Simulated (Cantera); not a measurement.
What does this Cantera script print?

```python
import numpy as np
import cantera as ct

gas = ct.Solution("gri30.yaml")
gas.TPX = 398, 13332, {'CH4': 1, 'C2H6': 0.49, 'C3H8': 0.17, 'O2': 3.51, 'N2': 13.2}
flame = ct.FreeFlame(gas, width=0.16)
flame.set_refine_criteria(ratio=3, slope=0.08, curve=0.16)
flame.transport_model = "mixture-averaged"
flame.solve(loglevel=0, auto=True)
z, T = flame.grid, flame.T
thick = (T[-1] - T[0]) / np.gradient(T, z).max()
show = ['CH4', 'C2H6', 'C3H8', 'NO2', 'N2O', 'O']
print(f"laminar burning velocity  {flame.velocity[0] * 100:.3f} cm/s")
print(f"burnt temperature         {T[-1]:.1f} K")
print(f"thermal thickness         {thick * 1e3:.4f} mm")
print(f"grid points               {len(z)}")
z0 = z[flame.heat_release_rate.argmax()]
print(f"{'z/mm':>9s}{'T/K':>9s}{'u/(m/s)':>9s}" + "".join(f"{s:>11s}" for s in show))
rows = []
for k in (-3, -2, -1.5, -1, -0.5, -0.25, 0, 0.25, 0.5, 1, 2, 4, 8):
    zz = z0 + k * thick
    rows.append([k * thick, np.interp(zz, z, T), np.interp(zz, z, flame.velocity),
                 *(np.interp(zz, z, flame.X[gas.species_index(s)]) for s in show)])
    print(f"{rows[-1][0] * 1e3:9.3f}{rows[-1][1]:9.1f}{rows[-1][2]:9.3f}" + "".join(f"{x:11.3e}" for x in rows[-1][3:]))
```

It prints:

```
laminar burning velocity  75.800 cm/s
burnt temperature         2125.2 K
thermal thickness         2.2741 mm
grid points               166
     z/mm      T/K  u/(m/s)        CH4       C2H6       C3H8        NO2        N2O          O
   -6.822    398.1    0.759  5.435e-02  2.664e-02  9.242e-03  3.153e-11  9.811e-15  9.754e-13
   -4.548    399.3    0.764  5.411e-02  2.655e-02  9.213e-03  9.474e-10  3.782e-13  9.053e-11
   -3.411    407.0    0.783  5.359e-02  2.640e-02  9.168e-03  8.406e-09  4.296e-12  1.418e-09
   -2.274    485.8    0.947  5.091e-02  2.564e-02  8.969e-03  7.338e-08  9.230e-11  4.741e-08
   -1.137    966.0    1.947  3.687e-02  1.841e-02  6.121e-03  5.167e-08  1.389e-09  5.337e-06
   -0.569   1385.7    2.865  2.225e-02  7.261e-03  1.752e-03  2.023e-08  3.329e-09  8.439e-05
    0.000   1742.9    3.665  7.124e-03  4.626e-04  3.839e-05  4.598e-09  5.655e-09  5.384e-04
    0.569   1909.5    4.029  1.001e-03  3.275e-06  3.307e-08  6.504e-10  6.315e-09  1.241e-03
    1.137   1954.5    4.116  8.646e-05  1.116e-08  5.343e-12  3.190e-10  5.905e-09  1.613e-03
    2.274   1972.3    4.136  5.563e-07  5.975e-13  3.934e-19  3.447e-10  4.611e-09  1.645e-03
    4.548   1982.7    4.147  1.495e-10  2.831e-19  1.048e-27  3.691e-10  3.785e-09  1.520e-03
    9.096   1994.7    4.167  2.005e-14  8.761e-24  2.126e-35  3.908e-10  3.623e-09  1.377e-03
   18.193   2013.4    4.200  7.602e-16  7.064e-28  4.769e-40  4.282e-10  3.580e-09  1.163e-03
```

Computed with Cantera and GRI-Mech 3.0 (53 species, 325 reactions). Burning velocities carry a grid error of a few per cent, more on coarse grids.
